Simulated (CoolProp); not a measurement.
A single-stage vapour-compression cycle with chlorine: evaporating at 204.15 K (dew point), condensing at 224.15 K (bubble point), superheat 5 K, subcooling 2 K, compressor efficiency 0.65, no pressure losses. Each further row changes one setting.

Values from CoolProp's reference Helmholtz-energy equation of state, Thol 2021.

```
case                              cooling COP  pressure ratio  discharge temperature (K)  refrigerating effect (kJ/kg)  volumetric capacity (kJ/m³)
--------------------------------  -----------  --------------  -------------------------  ----------------------------  ---------------------------
as stated                                5.90            3.11                      314.8                           291                          191
evaporating temperature 209.15 K          ___            2.29                      290.3                           293                          ___
condensing temperature 219.15 K          8.07            2.39                      288.4                           296                          194
subcooling 7 K                           6.00            3.11                      314.8                           296                          194
superheat 15 K                            ___            3.11                      329.0                           296                          ___
compressor efficiency 0.55                ___            3.11                      333.2                           291                          191
```

Problem. Complete the blanks.

Solution. 
- evaporating temperature 209.15 K, cooling COP: 8.31
- evaporating temperature 209.15 K, volumetric capacity (kJ/m³): 256
- superheat 15 K, cooling COP: 5.73
- superheat 15 K, volumetric capacity (kJ/m³): 185
- compressor efficiency 0.55, cooling COP: 5.00
